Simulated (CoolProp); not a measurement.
Values from CoolProp's reference Helmholtz-energy equation of state, Wu 2011.

Give the vapour pressure (MPa), liquid cp (kJ/(kg K)), liquid viscosity (µPa s), vapour viscosity (µPa s) of saturated dimethyl ether at 68.25, 86.25 °C.


```
T (°C)  p (MPa)  liquid cp (kJ/(kg K))  liquid viscosity (µPa s)  vapour viscosity (µPa s)
------  -------  ---------------------  ------------------------  ------------------------
68.25      1.74                   2.80                      88.0                      10.9
86.25      2.53                   3.12                      73.3                      11.9
```

Viscosity comes from a separate model (Meng 2012).
